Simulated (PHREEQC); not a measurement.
A solution holds 0.013 mol HF, 0.026 mol (CH3)4NF and 0.008 mol (NH4)2SiF6 per kg of water, at 75 °C. Closed to the air; pH follows from the charge balance.

All values are PHREEQC results (ion-association model, wateq4f.dat), not measurements.

pH: 3.83
ionic strength: 0.0502 mol/kgw
total alkalinity: -45.0 meq/kg

```tsv
species	molality	activity	log γ
(CH3)4N+	0.0260	0.0208	-0.097
F-	0.0249	0.0198	-0.100
NH4+	0.0160	0.0129	-0.095
HF	0.0115	0.0116	0.005
SiF6-2	0.00800	0.00343	-0.367
HF2-	0.00126	0.000998	-0.100
H+	0.000175	0.000147	-0.075
H2F2	4.90e-5	4.96e-5	0.005
H4SiO4	4.09e-6	4.14e-6	0.005
NH3	1.01e-6	1.01e-6	0.000
OH-	1.67e-9	1.33e-9	-0.100
```

This is a speciation only: nothing precipitates in the calculation. (CH3)4N+ isn't in the database: it is added as a free cation with an ion size of 4 Å. Away from 25 °C the constants follow the database's enthalpies or fits; those with neither stay at their 25 °C values. SiF6-2 is the database's only silicon fluoride.
